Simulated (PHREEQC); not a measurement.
Consider water at 25 °C with 0.022 mol/kgw HF, 0.00037 mol/kgw NH4HF2 and 0.15 mol/kgw H3PO4. Closed to the air; pH follows from the charge balance.

Equilibrium calculation in PHREEQC: ion-association model, phreeqc.dat.

No solid was allowed to form.

Estimate the pH.

pH 1.54.

In which forms is P present?

H3PO4 78 %, H2PO4- 22 % of the P.
